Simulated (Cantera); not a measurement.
An isothermal, constant-pressure homogeneous reactor starts with H2 : O2 : N2 = 0.088 : 1 : 4.8 (molar parts), at 1450 K and 1.73 Torr.

Computed with Cantera and GRI-Mech 3.0 (53 species, 325 reactions). Radical loss at walls, strong at low pressure, is not modelled.

Question: Predict: x(H2) at 20.0 s; x(O2) at 20.0 s; x(N2O) at 20.0 s; x(H) at 20.0 s; x(HO2) at 20.0 s; x(H2O) at 20.0 s.

Answer: 
```
Item                                                 Value
----------------  ----------------------------------------
x(H2) at 20.0 s   0.000144 (gas-phase equilibrium 7.39e-7)
x(O2) at 20.0 s        0.161 (gas-phase equilibrium 0.163)
x(N2O) at 20.0 s   2.43e-9 (gas-phase equilibrium 2.62e-9)
x(H) at 20.0 s    0.000494 (gas-phase equilibrium 1.71e-7)
x(HO2) at 20.0 s   3.70e-8 (gas-phase equilibrium 9.42e-9)
x(H2O) at 20.0 s     0.0141 (gas-phase equilibrium 0.0150)
```
